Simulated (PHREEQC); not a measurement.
A made-up water analysis in mg/kgw, 13 °C, pH 2.06, pe 10.5: Na 2860; K 492; Ca 708; Mg 660; Cl 1330; S(6) as SO4 10900; Cu(2) 73.6.

Valence states are taken as typed.

Equilibrium calculation in PHREEQC: ion-association model, wateq4f.dat.

**Question.** The ionic strength comes out as 0.280 mol/kgw. What activity coefficients do Na+, Ca+2, CaHSO4+, Mg+2, Cl- get?

**Answer.** Na+ 0.73, Ca+2 0.30, CaHSO4+ 0.74, Mg+2 0.33, Cl- 0.69.

This is a speciation only: nothing precipitates in the calculation. Examples of supersaturated solids here: Gypsum. Others may be too. At this temperature some constants are extrapolated from 25 °C, and those without enthalpy data are left unchanged.
